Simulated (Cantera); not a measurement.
Feed: 1 mol SiO2, 0.84 mol F2, held at 0.000390 bar.

Cantera equilibrium calculation (NASA polynomials, part measured and part estimated; ideal gas, pure solids and liquids). Candidate condensed phases: Si, SiO2; 17 gas species. Kinetics and transport are ignored. All values below are at 725 °C.

Base state: O2 0.500, SiF4 0.500 (mole fractions); condensed: SiO2(β-quartz).

**Question.** What changes in the equilibrium state with this change: F2 from 0.84 to 9.6 mol?

**Answer.** 
| species | before | after |
|---|---|---|
| F | <1e-9 | 0.850 |
| SiF4 | 0.500 | 0.0599 |
| O2 | 0.500 | 0.0599 |
| F2 | <1e-9 | 0.0304 |
| SiO2(β-quartz), mol | 0.580 | 0 |
